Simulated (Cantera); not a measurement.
Charge: 1 mol MgO, 24 mol HF, at 6400 Pa.

Method: chemical equilibrium by Gibbs-energy minimisation in Cantera with the NASA 1993 tables (ideal gas, pure condensed phases). Candidate condensed phases: H2O, Mg, MgF2, MgO, Mg(OH)2; 31 gas species. Equilibrium is a limit: real reactors are often held back by kinetics, nucleation or transport.

Problem. At 1400 K, list the 4 most abundant gas species with their mole fractions, and the condensed phases.

Solution. HF 0.956, H2O 0.0434, MgF2 0.000103, H2 2.35e-5. Condensed: MgF2(s).
